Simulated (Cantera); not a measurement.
Equilibrium for hydrogen reduction and annealing atmospheres: V2O5 + H2 + N2

A closed system holds: 1 mol V2O5, 2800 mol H2, 70 mol N2, held at 825 Torr.

Method: chemical equilibrium by Gibbs-energy minimisation in Cantera with the NASA 1993 tables (ideal gas, pure condensed phases). Candidate condensed phases: H2O, V, VN, VO, V2O3, V2O4, V2O5; 28 gas species. Mutual solubility and eutectic melting of coexisting phases are not modelled. VN, VO: taken at fixed stoichiometry. Condensed phases not in the tables: solid solutions among these carbides, nitrides and lower oxides, V2N. The numbers say what is thermodynamically allowed, not how fast it happens.

From 1152 °C to 1452 °C the condensed part is VN(s). From 1502 °C to 1702 °C the condensed part is VN(s) + VO(s).

```
T (°C)   x H2    x N2    x H2O       x H    x NH3  n VN(s)  n VO(s)
------  -----  ------  -------  --------  -------  -------  -------
1152    0.974  0.0240  0.00174   6.42e-6  1.29e-5     2.00        0
1202    0.974  0.0240  0.00174   1.22e-5  1.10e-5     2.00        0
1252    0.974  0.0240  0.00174   2.23e-5  9.43e-6     2.00        0
1302    0.974  0.0240  0.00174   3.91e-5  8.19e-6     2.00        0
1352    0.974  0.0240  0.00174   6.64e-5  7.17e-6     2.00        0
1402    0.974  0.0240  0.00174  0.000109  6.33e-6     2.00        0
1452    0.974  0.0240  0.00174  0.000175  5.63e-6     2.00        0
1502    0.974  0.0241  0.00173  0.000272  5.05e-6     1.96   0.0448
1552    0.974  0.0241  0.00159  0.000414  4.55e-6     1.55    0.445
1602    0.974  0.0242  0.00146  0.000617  4.13e-6     1.20    0.799
1652    0.974  0.0242  0.00135  0.000899  3.76e-6    0.885     1.11
1702    0.973  0.0243  0.00125   0.00129  3.45e-6    0.604     1.39
```
x: gas mole fraction; n: condensed amount in mol.
